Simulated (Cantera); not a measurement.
An isothermal, constant-pressure homogeneous reactor starts with NO : N2 = 1 : 0.12 (molar parts), at 1600 K and 0.0130 bar. Integrator tolerance rtol = 1e-08.

Detailed kinetics in Cantera: GRI-Mech 3.0 (53 species, 325 reactions). Radical loss at walls, strong at low pressure, is not modelled.

**Question.** What does this change do: pressure from 0.0130 bar to 0.0410 bar?

**Answer.** 
```tsv
quantity	before	after
x(NO) at 300 s	0.718 (gas-phase equilibrium 0.00237)	0.505 (gas-phase equilibrium 0.00237)
x(N2O) at 300 s	0.000146 (gas-phase equilibrium 1.35e-8)	7.54e-5 (gas-phase equilibrium 2.40e-8)
x(NO2) at 300 s	0.000197 (gas-phase equilibrium 1.58e-6)	0.000387 (gas-phase equilibrium 2.81e-6)
x(O2) at 300 s	0.0873 (gas-phase equilibrium 0.445)	0.194 (gas-phase equilibrium 0.445)
x(N2) at 300 s	0.194 (gas-phase equilibrium 0.552)	0.301 (gas-phase equilibrium 0.552)
x(O) at 300 s	4.27e-5 (gas-phase equilibrium 8.54e-5)	3.29e-5 (gas-phase equilibrium 4.81e-5)
```
